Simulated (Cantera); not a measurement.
Cantera run:

```python
import numpy as np
import cantera as ct

gas_names = [...]  # 113 gases of nasa_gas.yaml made of C, Cu, H, O
cond_names = """
    C(gr) C6H6(L) C7H8(L) C8H18(L),n-octa Cu(cr) Cu(L) CuO(s) CuO2H2(s) Cu2O(s) Cu2O(L) H2O(s) H2O(L)
""".split()


# ... load() reads the species with a 1 bar reference pressure and builds the phases ...
atoms = {
    'CuO': {'Cu': 1, 'O': 1},
    'CH4': {'C': 1, 'H': 4},
    'CO': {'C': 1, 'O': 1},
    'C': {'C': 1},
}
top_T = {'C(gr)': 4500, 'CuO(s)': 1390}  # K; cautious upper limits of use, not melting points


# ... equilibrate(T, P, feed) seeds the gas with the atoms and calls Mixture.equilibrate('TP', solver="vcs", rtol=1e-11, max_steps=5000) ...
results = []
feed = {'CuO': 1, 'CH4': 3.7, 'CO': 0.25, 'C': 4.5}  # mol
for P in [10, 32, 100, 320, 1000, 3200, 10000, 32000, 100000, 320000, 1000000]:
    for T in [1223, 1373, 1523, 1673, 1823, 1973, 2123, 2273, 2423]:
        mix = equilibrate(T, P, feed)
        results.append((T, P, feed, dict(zip(mix.species_names, mix.species_moles))))

for T, P, feed, n in results:
    print(f"{T:7g} {P:10.4g}  " + (" + ".join(c for c in cond_names if n.get(c, 0) > 1e-12) or "gas only"))
```

Result:

```
   1223         10  C(gr) + Cu(cr)
   1373         10  C(gr) + Cu(L)
   1523         10  C(gr)
   1673         10  C(gr)
   1823         10  C(gr)
   1973         10  C(gr)
   2123         10  C(gr)
   2273         10  C(gr)
   2423         10  C(gr)
   1223         32  C(gr) + Cu(cr)
   1373         32  C(gr) + Cu(L)
   1523         32  C(gr) + Cu(L)
   1673         32  C(gr)
   1823         32  C(gr)
   1973         32  C(gr)
   2123         32  C(gr)
   2273         32  C(gr)
   2423         32  C(gr)
   1223        100  C(gr) + Cu(cr)
   1373        100  C(gr) + Cu(L)
   1523        100  C(gr) + Cu(L)
   1673        100  C(gr)
   1823        100  C(gr)
   1973        100  C(gr)
   2123        100  C(gr)
   2273        100  C(gr)
   2423        100  C(gr)
   1223        320  C(gr) + Cu(cr)
   1373        320  C(gr) + Cu(L)
   1523        320  C(gr) + Cu(L)
   1673        320  C(gr) + Cu(L)
   1823        320  C(gr)
   1973        320  C(gr)
   2123        320  C(gr)
   2273        320  C(gr)
   2423        320  C(gr)
   1223       1000  C(gr) + Cu(cr)
   1373       1000  C(gr) + Cu(L)
   1523       1000  C(gr) + Cu(L)
   1673       1000  C(gr) + Cu(L)
   1823       1000  C(gr) + Cu(L)
   1973       1000  C(gr)
   2123       1000  C(gr)
   2273       1000  C(gr)
   2423       1000  C(gr)
   1223       3200  C(gr) + Cu(cr)
   1373       3200  C(gr) + Cu(L)
   1523       3200  C(gr) + Cu(L)
   1673       3200  C(gr) + Cu(L)
   1823       3200  C(gr) + Cu(L)
   1973       3200  C(gr)
   2123       3200  C(gr)
   2273       3200  C(gr)
   2423       3200  C(gr)
   1223      1e+04  C(gr) + Cu(cr)
   1373      1e+04  C(gr) + Cu(L)
   1523      1e+04  C(gr) + Cu(L)
   1673      1e+04  C(gr) + Cu(L)
   1823      1e+04  C(gr) + Cu(L)
   1973      1e+04  C(gr) + Cu(L)
   2123      1e+04  C(gr)
   2273      1e+04  C(gr)
   2423      1e+04  C(gr)
   1223    3.2e+04  C(gr) + Cu(cr)
   1373    3.2e+04  C(gr) + Cu(L)
   1523    3.2e+04  C(gr) + Cu(L)
   1673    3.2e+04  C(gr) + Cu(L)
   1823    3.2e+04  C(gr) + Cu(L)
   1973    3.2e+04  C(gr) + Cu(L)
   2123    3.2e+04  C(gr) + Cu(L)
   2273    3.2e+04  C(gr)
   2423    3.2e+04  C(gr)
   1223      1e+05  C(gr) + Cu(cr)
   1373      1e+05  C(gr) + Cu(L)
   1523      1e+05  C(gr) + Cu(L)
   1673      1e+05  C(gr) + Cu(L)
   1823      1e+05  C(gr) + Cu(L)
   1973      1e+05  C(gr) + Cu(L)
   2123      1e+05  C(gr) + Cu(L)
   2273      1e+05  C(gr) + Cu(L)
   2423      1e+05  C(gr)
   1223    3.2e+05  C(gr) + Cu(cr)
   1373    3.2e+05  C(gr) + Cu(L)
   1523    3.2e+05  C(gr) + Cu(L)
   1673    3.2e+05  C(gr) + Cu(L)
   1823    3.2e+05  C(gr) + Cu(L)
   1973    3.2e+05  C(gr) + Cu(L)
   2123    3.2e+05  C(gr) + Cu(L)
   2273    3.2e+05  C(gr) + Cu(L)
   2423    3.2e+05  C(gr) + Cu(L)
   1223      1e+06  C(gr) + Cu(cr)
   1373      1e+06  C(gr) + Cu(L)
   1523      1e+06  C(gr) + Cu(L)
   1673      1e+06  C(gr) + Cu(L)
   1823      1e+06  C(gr) + Cu(L)
   1973      1e+06  C(gr) + Cu(L)
   2123      1e+06  C(gr) + Cu(L)
   2273      1e+06  C(gr) + Cu(L)
   2423      1e+06  C(gr) + Cu(L)
```

Equilibrium computed with Cantera from the NASA thermochemical tables; the gas is ideal and each condensed phase is pure.
